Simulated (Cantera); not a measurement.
# Mg(OH)₂ + H₂O (calcination and drying)

Feed: 1 mol Mg(OH)₂, 1.1 mol H₂O, at 1.33 mbar.

These are equilibrium values from Cantera (NASA tables, ideal gas, pure condensed phases), not measurements of a reactor. Candidate condensed phases: H₂O, Mg, MgO, Mg(OH)₂; 15 gas species. Equilibrium is a limit: real reactors are often held back by kinetics, nucleation or transport.

```
T (K)  x H₂O      x H₂      x O₂      x OH       x H       x O  x Mg(OH)₂  n MgO(s)
-----  -----  --------  --------  --------  --------  --------  ---------  --------
1175   1.000   4.43e-5   2.13e-5   3.51e-6   2.24e-8   1.85e-9   4.58e-10      1.00
1225   1.000   8.89e-5   4.24e-5   8.24e-6   8.05e-8   7.51e-9    1.42e-9      1.00
1275   1.000  0.000169   8.00e-5   1.81e-5   2.62e-7   2.74e-8    4.01e-9      1.00
1325   1.000  0.000306  0.000144   3.73e-5   7.84e-7   9.05e-8    1.05e-8      1.00
1375   0.999  0.000532  0.000248   7.32e-5   2.16e-6   2.74e-7    2.55e-8      1.00
1425   0.999  0.000888  0.000411  0.000137   5.57e-6   7.70e-7    5.84e-8      1.00
1475   0.998   0.00143  0.000658  0.000245   1.35e-5   2.02e-6    1.26e-7      1.00
1525   0.996   0.00224   0.00102  0.000423   3.07e-5   4.96e-6    2.59e-7     1.000
1575   0.994   0.00341   0.00154  0.000704   6.65e-5   1.15e-5    5.06e-7     1.000
1625   0.991   0.00506   0.00227   0.00113  0.000137   2.54e-5    9.49e-7     1.000
1675   0.987   0.00731   0.00325   0.00178  0.000272   5.34e-5    1.71e-6     1.000
1725   0.982    0.0103   0.00457   0.00271  0.000517  0.000107    2.97e-6     1.000
```
x: gas mole fraction; n: condensed amount in mol.

From 1175 K to 1725 K the condensed part is MgO(s).
